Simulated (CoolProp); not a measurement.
Carbon dioxide at 298.15 K and 1.7 MPa is throttled through a valve to 1.12 MPa with no heat exchange. Each further row changes one setting.

Computed with CoolProp (reference Helmholtz-energy equation of state, Span 1996).

```json
[
 {"case": "as stated", "temperature change (K)": "?", "final density (kg/m³)": "?"},
 {"case": "outlet pressure 0.336 MPa", "temperature change (K)": "?", "final density (kg/m³)": "?"},
 {"case": "outlet pressure 1.46 MPa", "temperature change (K)": "?", "final density (kg/m³)": "?"}
]
```

Complete the blanks.


- as stated, temperature change (K): -6.6
- as stated, final density (kg/m³): 21.7
- outlet pressure 0.336 MPa, temperature change (K): -16.1
- outlet pressure 0.336 MPa, final density (kg/m³): 6.44
- outlet pressure 1.46 MPa, temperature change (K): -2.7
- outlet pressure 1.46 MPa, final density (kg/m³): 28.4
